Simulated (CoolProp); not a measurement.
Model: reference Helmholtz-energy equation of state, Thol 2016, in CoolProp.

### Question
For hexamethyldisiloxane (MM), give the phase and the Z, cp (kJ/(kg K)), speed of sound (m/s), Joule-Thomson coefficient (K/MPa) at 280.35 °C and 8120 kPa.

### Answer
- 280.35 °C and 8120 kPa: supercritical; Z 0.595, cp 2.53, speed of sound 307, Joule-Thomson coefficient 0.527
